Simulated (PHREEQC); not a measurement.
KOH is added in steps, without added water, to 1 kg of water holding 0.03 mol/kgw H2SO4, 0.005 mol/kgw K2SO4 and 0.0034 mol/kgw KH2PO4, at 25 °C. Oxygen is held at 0.21 atm. No CO2 enters from the air. Precipitation was switched off in this run.

Base run: PHREEQC, ion-association model, wateq4f.dat. Each further column changes one thing. The table gives HPO4-2 (mol/kgw).

```tsv
KOH added (mol)	base	database phreeqc.dat	metal-ligand complexes left out	Debye-Hückel limiting law	all activity coefficients set to 1
0	2.81e-9	2.81e-9	?	4.52e-9	1.21e-9
0.005583	3.55e-9	3.54e-9	3.63e-9	5.67e-9	?
0.01117	4.57e-9	4.57e-9	4.72e-9	7.24e-9	2.09e-9
0.01675	6.02e-9	6.02e-9	6.28e-9	9.44e-9	2.86e-9
0.02233	8.15e-9	8.15e-9	8.60e-9	1.26e-8	4.04e-9
0.02792	1.14e-8	1.14e-8	?	1.74e-8	5.90e-9
0.0335	1.67e-8	1.66e-8	?	2.50e-8	8.99e-9
0.03908	2.58e-8	2.57e-8	2.81e-8	3.80e-8	1.45e-8
0.04467	4.36e-8	4.35e-8	4.78e-8	6.30e-8	?
0.05025	8.63e-8	8.60e-8	9.50e-8	1.22e-7	5.17e-8
0.05583	2.59e-7	2.58e-7	2.85e-7	?	1.58e-7
0.06142	0.00135	0.00135	?	0.00137	0.00126
0.067	0.00245	0.00237	0.00254	0.00217	0.00266
```

Problem. Fill in the missing entries.

Solution. 
- 0, metal-ligand complexes left out: 2.85e-9
- 0.005583, all activity coefficients set to 1: 1.57e-9
- 0.02792, metal-ligand complexes left out: 1.22e-8
- 0.0335, metal-ligand complexes left out: 1.80e-8
- 0.04467, all activity coefficients set to 1: 2.54e-8
- 0.05583, Debye-Hückel limiting law: 3.60e-7
- 0.06142, metal-ligand complexes left out: 0.00142

H3PO4, which wateq4f.dat lacks, is added to it with the constant of phreeqc.dat.  phreeqc.dat and wateq4f.dat share most of their constants, so their agreement is no independent check.
